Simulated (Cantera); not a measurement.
A perfectly stirred reactor is fed with CH4 : N2 = 1 : 17 (molar parts), at 0.470 bar; it is held at 1900 K, and followed from long to short residence time.

Computed with Cantera and GRI-Mech 3.0 (53 species, 325 reactions). GRI-Mech 3.0 stops at C3 and has no aromatics, soot or wall deposition, so with more carbon than oxygen in the feed, carbon stays in small species such as C2H2 where larger ones or solid carbon would form.

Task: Predict: x(CH4) at τ = 0.420 s; x(C2H) at τ = 0.420 s; x(H) at τ = 0.420 s; x(CH2) at τ = 0.420 s; x(H2) at τ = 0.420 s; x(CH4) at τ = 12.0 ms; x(C2H) at τ = 12.0 ms; x(H) at τ = 12.0 ms; x(CH2) at τ = 12.0 ms; x(H2) at τ = 12.0 ms.

Result: 
```
Property                  Value
---------------------  --------
x(CH4) at τ = 0.420 s   0.00179
x(C2H) at τ = 0.420 s   1.29e-6
x(H) at τ = 0.420 s    0.000297
x(CH2) at τ = 0.420 s   6.26e-7
x(H2) at τ = 0.420 s     0.0761
x(CH4) at τ = 12.0 ms    0.0120
x(C2H) at τ = 12.0 ms   8.62e-7
x(H) at τ = 12.0 ms    0.000201
x(CH2) at τ = 12.0 ms   2.44e-6
x(H2) at τ = 12.0 ms     0.0608
```
